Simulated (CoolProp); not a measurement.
Properties of CH3F (R41) at several states (Tc = 317.3 K, pc = 5906 kPa, ω = 0.200).

Model: reference Helmholtz-energy equation of state, Lemmon 2006, in CoolProp. It is a short technical equation, of lower accuracy than the large ones.

```csv
T (K),p (kPa),phase,density (kg/m³),cp (kJ/(kg K)),speed of sound (m/s),Joule-Thomson coefficient (K/MPa)
373.6,3200,gas,40.20,(withheld),312.6,(withheld)
409.2,510,gas,5.177,(withheld),347.4,7.403
336.6,5570,gas,(withheld),2.697,256.3,10.66
```

Question: Some entries are withheld; supply them.

Answer: 
- 373.6, cp (kJ/(kg K)): 1.521
- 373.6, Joule-Thomson coefficient (K/MPa): 8.994
- 409.2, cp (kJ/(kg K)): 1.342
- 336.6, density (kg/m³): 107.0
